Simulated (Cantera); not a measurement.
A closed system holds: 1 mol B2O3, 2.2 mol NH3, 27 mol N2, held at 1600 K and 0.320 bar.

Method: chemical equilibrium by Gibbs-energy minimisation in Cantera with the NASA 1993 tables (ideal gas, pure condensed phases). Candidate condensed phases: B, BN, B2O3, B3O3H3, H2O; 39 gas species. Mutual solubility and eutectic melting of coexisting phases are not modelled. Gases not in the tables: H3BO3. Kinetics and transport are ignored.

Base state: N2 0.893, H2 0.103, HBO2 0.00221, H2O 0.000507, B2O3 0.000458, HBO 0.000438, H 3.09e-5, B2O2 1.08e-5 (mole fractions); condensed: BN(s) + B2O3(l).

Problem. What changes in the equilibrium state with this change: temperature from 1600 K to 923.15 K?

Solution. 
```csv
species,before,after
N2,0.893,0.895
H2,0.103,0.104
H2O,0.000507,0.000684
HBO2,0.00221,2.10e-7
B2O3,0.000458,<1e-9
HBO,0.000438,<1e-9
H,3.09e-5,<1e-9
B2O2,1.08e-5,<1e-9
"BN(s), mol",0.0289,0.0143
"B2O3(l), mol",0.929,0.993
```
